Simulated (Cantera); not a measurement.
Cantera with NASA thermochemical tables; ideal gases at 1 bar, condensed phases pure. Values are per mole of reaction as written; species without (g) are pure solids or liquids, kept so even where they would boil at 1 bar. The tables' values for BOCl are old estimates.

Between 2525 and 2825 K, where is each reaction favourable under standard conditions?
- 2 B + 6 BOCl(g) ⇌ 2 BCl₃(g) + 3 B₂O₂(g)


- 2 B + 6 BOCl(g) ⇌ 2 BCl₃(g) + 3 B₂O₂(g): ΔG° is 58 kJ at 2525 K and 111 kJ at 2825 K; it stays positive (K < 1). ΔH° is -390 kJ and ΔS° -177 J/K at 2825 K.
